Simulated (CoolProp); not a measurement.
n-perfluorohexane along the isotherm 338.1 K: density (kg/m³) from the reference equation and from simpler models built on Tc = 448.0 K, pc = 1.742 MPa, ω = 0.497; each cubic takes its own stable root.

The numbers come from the reference Helmholtz-energy equation of state, Gao 2022 in CoolProp.

```tsv
p (MPa)	phase	reference
0.0551	gas	6.833
0.0831	gas	10.48
0.125	gas	16.19
0.189	liquid	1553
0.285	liquid	1554
0.43	liquid	1555
0.649	liquid	1557
0.979	liquid	1559
1.48	liquid	1563
2.23	liquid	1568
3.36	liquid	1576
5.07	liquid	1586
7.65	liquid	1601
11.5	liquid	1620
17.4	liquid	1647
```

Problem. How far does each simpler model (van der Waals, Peng-Robinson) lie from the reference over these 15 states: mean and median of the absolute difference, and the worst?

Solution. 
- van der Waals: mean 44.5 %, median 41.4 %, worst -98.4 % at 338.1 K and 0.189 MPa
- Peng-Robinson: mean 1.3 %, median 1.5 %, worst -2.6 % at 338.1 K and 0.189 MPa

At some of these states van der Waals gives the other phase, because its saturation line lies elsewhere.
